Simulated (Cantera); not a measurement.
**Premixed flame**

A freely propagating, adiabatic, planar premixed flame of H2 : O2 : N2 = 1 : 0.521 : 1.96 (molar parts), equivalence ratio 0.96, unburnt at 300 K and 100.0 Torr; mixture-averaged transport, grid criteria slope 0.08 and curve 0.16, no radiation.

Computed with Cantera and the H2/O2 subset of GRI-Mech 3.0, which has no nitrogen chemistry. Burning velocities carry a grid error of a few per cent, more on coarse grids.

| z (mm) | T (K) | u (m/s) | x H2 | x O2 | x O | x H2O | x H | x HO2 |
|---|---|---|---|---|---|---|---|---|
| -15.1 | 300 | 1.92 | 0.287 | 0.150 | <1e-8 | <1e-8 | <1e-8 | <1e-8 |
| -10.1 | 300 | 1.92 | 0.287 | 0.150 | <1e-8 | <1e-8 | <1e-8 | <1e-8 |
| -7.54 | 300 | 1.92 | 0.287 | 0.150 | <1e-8 | <1e-8 | <1e-8 | <1e-8 |
| -5.03 | 300 | 1.92 | 0.287 | 0.150 | <1e-8 | <1e-8 | <1e-8 | <1e-8 |
| -2.51 | 302 | 1.93 | 0.286 | 0.150 | 1.49e-7 | 2.14e-5 | 3.44e-7 | 9.86e-6 |
| -1.26 | 528 | 3.29 | 0.254 | 0.147 | 8.43e-5 | 0.0151 | 0.00389 | 8.03e-5 |
| 0 | 1002 | 6.03 | 0.144 | 0.109 | 0.00424 | 0.103 | 0.0406 | 2.05e-5 |
| 1.26 | 1300 | 7.75 | 0.0523 | 0.0490 | 0.0114 | 0.209 | 0.0668 | 7.75e-6 |
| 2.51 | 1431 | 8.47 | 0.0397 | 0.0364 | 0.0123 | 0.231 | 0.0624 | 5.00e-6 |
| 5.03 | 1568 | 9.21 | 0.0398 | 0.0324 | 0.0117 | 0.240 | 0.0506 | 3.72e-6 |
| 10.1 | 1717 | 9.98 | 0.0392 | 0.0288 | 0.0101 | 0.250 | 0.0380 | 2.74e-6 |
| 20.1 | 1866 | 10.7 | 0.0365 | 0.0251 | 0.00794 | 0.262 | 0.0264 | 1.97e-6 |
| 40.2 | 2006 | 11.4 | 0.0317 | 0.0213 | 0.00568 | 0.275 | 0.0168 | 1.41e-6 |
x: mole fraction of selected species; z is measured from the peak of heat release.

| Quantity | Value |
|---|---|
| laminar burning velocity | 192 cm/s |
| thermal thickness | 5.03 mm |
| peak x(O) | 0.0123 |
| peak x(H) | 0.0670 |
| peak x(HO2) | 0.000143 |
| grid points | 127 |
